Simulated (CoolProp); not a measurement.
Vapour-liquid equilibrium of propylene (1) + R152A (2) at 324.5 K; x and y are mole fractions of (1).

Computed with CoolProp (multi-fluid Helmholtz-energy mixture model, Lemmon 2013 and Outcalt 1996; pair parameters Bell 2016).

| x | bubble pressure (MPa) | y at the bubble point | dew pressure at overall composition x (MPa) | liquid density (mol/L) |
|---|---|---|---|---|
| 0.05 | 1.328 | 0.108 | 1.267 | 12.37 |
| 0.125 | 1.479 | 0.235 | 1.347 | 12.15 |
| 0.2 | 1.612 | 0.335 | 1.435 | 11.94 |
| 0.275 | 1.728 | 0.416 | 1.530 | 11.73 |
| 0.35 | 1.827 | 0.484 | 1.633 | 11.54 |
| 0.425 | 1.912 | 0.544 | 1.741 | 11.36 |
| 0.5 | 1.984 | 0.599 | 1.850 | 11.19 |
| 0.575 | 2.044 | 0.650 | 1.954 | 11.05 |
| 0.65 | 2.092 | 0.702 | 2.044 | 10.94 |
| 0.725 | 2.127 | 0.754 | 2.109 | 10.85 |
| 0.8 | 2.149 | 0.811 | 2.146 | 10.79 |
| 0.875 | 2.154 | 0.873 | 2.154 | 10.77 |
| 0.95 | 2.138 | 0.945 | 2.136 | 10.78 |

y crosses x between x = 0.8 and 0.875: the model has an azeotrope there.

The pair parameters rest on a limited set of measurements; away from them the model extrapolates.
